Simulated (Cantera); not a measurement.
**Hydrocarbon pyrolysis for carbon deposition**

An isothermal, constant-pressure homogeneous reactor starts with C₂H₆ : H₂ = 1 : 8.4 (molar parts), at 1300 K and 0.00484 atm.

Model: GRI-Mech 3.0 (53 species, 325 reactions), integrated in Cantera. GRI-Mech 3.0 stops at C3 and has no aromatics, soot or wall deposition, so with more carbon than oxygen in the feed, carbon stays in small species such as C2H2 where larger ones or solid carbon would form. Radical loss at walls, strong at low pressure, is not modelled.

```csv
t (s),x C₂H₆,x H₂,x CH₂,x C₂H₄,x C₂H₂
0.000100,0.106,0.894,4.88e-12,1.31e-7,<1e-12
0.000460,0.106,0.894,2.91e-10,1.75e-5,1.25e-10
0.00211,0.105,0.893,6.62e-9,0.000878,2.27e-7
0.00972,0.0843,0.889,1.24e-7,0.0135,7.73e-5
0.0447,0.0106,0.861,1.01e-7,0.0475,0.00392
0.206,0.000244,0.859,3.53e-9,0.0442,0.0127
0.946,1.38e-5,0.860,2.09e-10,0.0370,0.0197
4.35,4.28e-6,0.862,5.88e-11,0.0271,0.0291
20.0,2.21e-6,0.864,7.33e-11,0.00758,0.0475
```
x: mole fraction; the columns are a selection and need not sum to one.

Equilibrium at this temperature and pressure: C₂H₆ 2.29e-7, H₂ 0.905, CH₂ 4.14e-11, C₂H₄ 0.00103, C₂H₂ 0.0817 (gas phase only).
